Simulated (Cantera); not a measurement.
Mixture: 8.86 % CH4, 10.6 % H2, 14.3 % O2, 66.2 % N2, equivalence ratio 1.6, at 4.93 atm, adiabatic and at constant pressure. Ignition delay is the time to a rise of 400 K.

Computed with Cantera and GRI-Mech 3.0 (53 species, 325 reactions).

**Question.** At T0 = 1425 K, what is the delay, and which 8 reactions control it most (d ln τ / d ln k, from doubling and halving each rate constant)?

**Answer.** The delay is 67.2 µs.
```
reaction                   d ln τ / d ln k   faster rate
-------------------------  ---------------  ------------
H + O2 <=> O + OH                    -1.29   shortens it
2 CH3 (+M) <=> C2H6 (+M)              0.26  lengthens it
CH3 + H (+M) <=> CH4 (+M)             0.25  lengthens it
CH4 + OH <=> CH3 + H2O                0.25  lengthens it
H2 + OH <=> H + H2O                  -0.24   shortens it
CH4 + H <=> CH3 + H2                  0.24  lengthens it
CH3 + HO2 <=> CH3O + OH              -0.22   shortens it
H2 + O <=> H + OH                    -0.11   shortens it
```
